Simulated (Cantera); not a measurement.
An adiabatic, constant-pressure homogeneous reactor starts with C₂H₄ : O₂ : N₂ : H₂O = 1 : 2.5 : 9.25 : 0.89 (molar parts), at 1523 K and 4.50 bar.

Detailed kinetics in Cantera: GRI-Mech 3.0 (53 species, 325 reactions). GRI-Mech 3.0 was tuned for natural gas; its chemistry of ethylene as a main component is partial and can be far from experiment.

Predict: time of steepest temperature rise; temperature at 2.00 s; equilibrium temperature; x(O₂) at 2.00 s; x(H₂O) at 2.00 s; x(CO) at 2.00 s; x(NO) at 2.00 s; x(OH) at 2.00 s; x(H₂O₂) at 2.00 s.


- time of steepest temperature rise: 8.18 µs
- temperature at 2.00 s: 2912 K
- equilibrium temperature: 2912 K
- x(O₂) at 2.00 s: 0.00876 (gas-phase equilibrium 0.00876)
- x(H₂O) at 2.00 s: 0.159 (gas-phase equilibrium 0.159)
- x(CO) at 2.00 s: 0.0751 (gas-phase equilibrium 0.0751)
- x(NO) at 2.00 s: 0.00784 (gas-phase equilibrium 0.00784)
- x(OH) at 2.00 s: 0.0171 (gas-phase equilibrium 0.0171)
- x(H₂O₂) at 2.00 s: 4.76e-7 (gas-phase equilibrium 4.76e-7)
